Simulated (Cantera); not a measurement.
Feed: 1 mol CHF3, 0.21 mol HCl, equilibrated at 1575 °C.

Cantera equilibrium calculation (NASA polynomials, part measured and part estimated; ideal gas, pure solids and liquids). Candidate condensed phases: C, C6H6, C7H8, C8H18; 118 gas species. Gases not in the tables: C2F6 and larger saturated fluorocarbons. The numbers say what is thermodynamically allowed, not how fast it happens.

log p: log10 of the partial pressure in bar; n: condensed amount in mol.

```csv
P (Pa),log p HF,log p F,log p CF4,log p Cl,log p CF2,log p HCl,log p Cl2,n C(graphite)
1,-5.38,-5.39,-7.04,-6.14,-6.06,-9.68,-11.46,0.721
10,-4.26,-4.86,-4.93,-5.02,-5.01,-7.98,-9.23,0.519
100,-3.21,-4.55,-3.70,-3.97,-4.39,-6.18,-7.13,0.526
1000,[?],[?],[?],[?],[?],[?],[?],0.540
10000,[?],[?],[?],[?],[?],[?],[?],0.540
100000,-0.20,-3.78,-0.59,-1.36,-2.84,-1.34,-1.92,0.529
```

Problem. Complete the blanks.

Solution. 
- 1000, log p HF: -2.19
- 1000, log p F: -4.29
- 1000, log p CF4: -2.64
- 1000, log p Cl: -2.97
- 1000, log p CF2: -3.87
- 1000, log p HCl: -4.44
- 1000, log p Cl2: -5.14
- 10000, log p HF: -1.19
- 10000, log p F: -4.03
- 10000, log p CF4: -1.61
- 10000, log p Cl: -2.06
- 10000, log p CF2: -3.35
- 10000, log p HCl: -2.78
- 10000, log p Cl2: -3.32
